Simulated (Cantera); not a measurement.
Charge: 1 mol Cu2O, 6 mol C, 0.053 mol CO, 4.6 mol CH4, held at 1330 Pa.

Method: chemical equilibrium by Gibbs-energy minimisation in Cantera with the NASA 1993 tables (ideal gas, pure condensed phases). Candidate condensed phases: C, C6H6, C7H8, C8H18, Cu, CuO, Cu(OH)2, Cu2O, H2O; 113 gas species. Equilibrium is a limit: real reactors are often held back by kinetics, nucleation or transport.

Over these rows the condensed part is C(graphite) + Cu(l). Partial pressures as log10 of bar:

```json
[
 {"T (K)": "1473", "1000/T (1/K)": "0.6789", "log p C2H2 (acetylene)": "-7.11", "log p H2": "-1.92", "log p CO": "-2.86"},
 {"T (K)": "1548", "1000/T (1/K)": "0.6460", "log p C2H2 (acetylene)": "-6.73", "log p H2": "-1.92", "log p CO": "-2.86"},
 {"T (K)": "1623", "1000/T (1/K)": "0.6161", "log p C2H2 (acetylene)": "-6.38", "log p H2": "-1.92", "log p CO": "-2.87"},
 {"T (K)": "1698", "1000/T (1/K)": "0.5889", "log p C2H2 (acetylene)": "-6.07", "log p H2": "-1.93", "log p CO": "-2.87"},
 {"T (K)": "1773", "1000/T (1/K)": "0.5640", "log p C2H2 (acetylene)": "-5.79", "log p H2": "-1.94", "log p CO": "-2.88"},
 {"T (K)": "1848", "1000/T (1/K)": "0.5411", "log p C2H2 (acetylene)": "?", "log p H2": "-1.96", "log p CO": "-2.90"}
]
```

Question: Fit log p(C2H2 (acetylene)) = a + b·(1000/T) to the five rows, give the apparent enthalpy, and predict the row at 1848 K.

Answer: Means: 1000/T = 0.6188, log p = -6.416. Sxy = -0.094998, Sxx = 0.0082562, so b = -11.51 and a = -6.416 − (-11.51)×0.6188 = 0.71.
Apparent enthalpy: −19.145 × (-11.51) = 220 kJ/mol. With the condensed phases at unit activity, 2 C(graphite) + H2(g) = C2H2 (acetylene)(g) links this pressure to the main gases: over the six rows their terms move log p by -0.04 in all, so the slope is close to that reaction's ΔH°. The five rows lie within 0.01 of the line.
Prediction at 1848 K: 0.71 + (-11.51)×0.5411 = -5.52. The computed value is -5.55, 0.03 from the line.
